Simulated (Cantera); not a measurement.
Reactions in the system N-O-P

Standard-state values (1 bar) from the NASA 1993 polynomials, evaluated with Cantera. Values are per mole of reaction as written; species without (g) are pure solids or liquids, kept so even where they would boil at 1 bar.

2 P₄(g) + 10 NO₂(g) → 2 P₄O₁₀ + 5 N₂(g)

| T (K) | ΔH° (kJ) | ΔS° (J/K) | ΔG° (kJ) | log10 K |
|---|---|---|---|---|
| 300 | -6479.6 | -1545.7 | -6015.9 | 1047.45 |
| 400 | -6470.6 | -1520.0 | -5862.6 | 765.56 |
| 425 | -6467.6 | -1512.7 | -5824.7 | 715.87 |
| 450 | -6464.2 | -1505.1 | -5786.9 | 671.72 |
| 475 | -6460.7 | -1497.3 | -5749.4 | 632.24 |
| 500 | -6456.8 | -1489.4 | -5712.1 | 596.73 |

P₄(g) → 2 P₂(g)

```tsv
T (K)	ΔH° (kJ)	ΔS° (J/K)	ΔG° (kJ)	log10 K
300	228.4	156.2	181.5	-31.60
400	227.9	154.9	165.9	-21.67
425	227.8	154.6	162.1	-19.92
450	227.6	154.2	158.2	-18.37
475	227.4	153.8	154.4	-16.98
500	227.3	153.5	150.5	-15.73
```
